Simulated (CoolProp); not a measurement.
Properties of n-butane along the isobar 5200 kPa.

Model: reference Helmholtz-energy equation of state, Bücker 2006, in CoolProp.

| T (K) | phase | conductivity (mW/(m K)) | fugacity coefficient |
|---|---|---|---|
| 282.6 | liquid | 115 | 0.03283 |
| 291.9 | liquid | [?] | [?] |
| 301.2 | liquid | 107 | [?] |
| 310.5 | liquid | 104 | 0.07475 |
| 319.8 | liquid | [?] | 0.09441 |
| 329.1 | liquid | 96.9 | 0.1172 |
| 338.4 | liquid | 93.7 | 0.1432 |
| 347.7 | liquid | 90.6 | 0.1723 |
| 357 | liquid | 87.6 | 0.2047 |
| 366.4 | liquid | 84.8 | 0.2405 |
| 375.7 | liquid | [?] | 0.2788 |
| 385 | liquid | 79.4 | 0.3198 |
| 394.3 | liquid | 76.9 | [?] |
| 403.6 | liquid | 74.4 | 0.4080 |

### Question
Some entries are withheld; supply them.

### Answer

- 291.9, conductivity (mW/(m K)): 111
- 291.9, fugacity coefficient: 0.04417
- 301.2, fugacity coefficient: 0.05807
- 319.8, conductivity (mW/(m K)): 100
- 375.7, conductivity (mW/(m K)): 82.0
- 394.3, fugacity coefficient: 0.3630

Thermal conductivity comes from a separate model (Perkins 2002).
